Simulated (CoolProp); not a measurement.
Saturation properties of CH2F2 (R32).

Computed with CoolProp (reference Helmholtz-energy equation of state, Tillner-Roth 1997).

| T (K) | p (kPa) | liquid density (kg/m³) | vapour density (kg/m³) | enthalpy of vaporisation (kJ/kg) | vapour viscosity (µPa s) |
|---|---|---|---|---|---|
| 190.5 | 15.45 | 1295 | 0.5140 | 413.2 | 8.44 |
| 194.8 | 20.91 | 1284 | 0.6820 | 409.1 | 8.64 |
| 199 | 27.69 | 1273 | 0.8868 | 405.0 | 8.83 |
| 203.3 | 36.40 | 1262 | 1.145 | 400.8 | 9.03 |
| 207.5 | 46.96 | 1251 | 1.453 | 396.5 | 9.22 |
| 211.8 | 60.22 | 1239 | 1.834 | 392.1 | 9.42 |
| 216 | 75.94 | 1228 | 2.279 | 387.7 | 9.61 |
| 220.3 | 95.28 | 1216 | 2.820 | 383.2 | 9.81 |
| 224.5 | 117.8 | 1205 | 3.442 | 378.6 | 10.0 |
| 228.8 | 145.0 | 1193 | 4.187 | 373.8 | 10.2 |
| 233.1 | 177.0 | 1180 | 5.054 | 368.8 | 10.4 |
| 237.3 | 213.4 | 1168 | 6.033 | 363.9 | 10.6 |

It boils at 221.5 K under 1 atm.

Viscosity comes from a separate model (Bell 2016), an estimate that may be off by 10 % or more.
